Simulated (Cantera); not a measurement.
Source: NASA polynomial tables (part measured, part estimated), evaluated in Cantera. Values are per mole of reaction as written; species without (g) are pure solids or liquids, kept so even where they would boil at 1 bar.

Problem. Between 300 and 1023 K, where is each reaction favourable under standard conditions?
- 3 CaO + 3 S = 3 CaS + O3(g)

Solution. 
- 3 CaO + 3 S = 3 CaS + O3(g): ΔG° is 568 kJ at 300 K and 459 kJ at 1023 K; it stays positive (K < 1). ΔH° is 588 kJ and ΔS° 127 J/K at 1023 K.
